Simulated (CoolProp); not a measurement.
Properties of the fluoroketone C6F12O (FK-5-1-12) along the isotherm 66.35 °C.

Values from CoolProp's reference Helmholtz-energy equation of state, McLinden 2015.

```tsv
p (MPa)	phase	Joule-Thomson coefficient (K/MPa)	isothermal compressibility (1/MPa)
0.0148	gas	18.49	68.07
0.0239	gas	18.64	42.35
0.0386	gas	18.88	26.43
0.0623	gas	19.30	16.59
0.101	gas	?	?
0.163	gas	21.42	6.776
0.263	liquid	-0.1080	0.005973
0.425	liquid	-0.1116	0.005899
0.686	liquid	-0.1173	0.005784
1.11	liquid	-0.1261	0.005607
1.79	liquid	-0.1391	0.005348
2.89	liquid	-0.1576	?
4.67	liquid	-0.1828	0.004497
```

Fill in the missing entries.


- 0.101, Joule-Thomson coefficient (K/MPa): 20.03
- 0.101, isothermal compressibility (1/MPa): 10.47
- 2.89, isothermal compressibility (1/MPa): 0.004982
